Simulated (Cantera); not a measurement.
Input: 1 mol Al(CH₃)₃, 7.1 mol N₂, at 1973.15 K and 75.0 Pa.

Cantera equilibrium calculation (NASA polynomials, part measured and part estimated; ideal gas, pure solids and liquids). The feed counts by its element totals alone. Equilibrium is a limit: real reactors are often held back by kinetics, nucleation or transport.

| species | before | after |
|---|---|---|
| N₂ | 0.553 | 0.595 |
| H₂ | 0.334 | 0.405 |
| HCN | 0.00569 | 5.32e-6 |
| Al | 0.0779 | <1e-9 |
| H | 0.0285 | 1.80e-7 |
| AlH | 0.000366 | <1e-9 |
| C₂H₂ (acetylene) | 0.000214 | 1.60e-9 |
| HNC | 0.000308 | 1.10e-8 |
| CN | 1.07e-5 | <1e-9 |
| C(graphite), mol | 2.92 | 3.00 |
| AlN(s), mol | 0 | 1.00 |
Gas species are given as mole fractions.

Question: Name the change that produced these shifts.
A) temperature from 1973.15 K to 1625 K
B) pressure from 75.0 Pa to 35.0 Pa
C) pressure from 75.0 Pa to 1.33 mbar
D) temperature from 1973.15 K to 1048.15 K

Answer: D, temperature from 1973.15 K to 1048.15 K
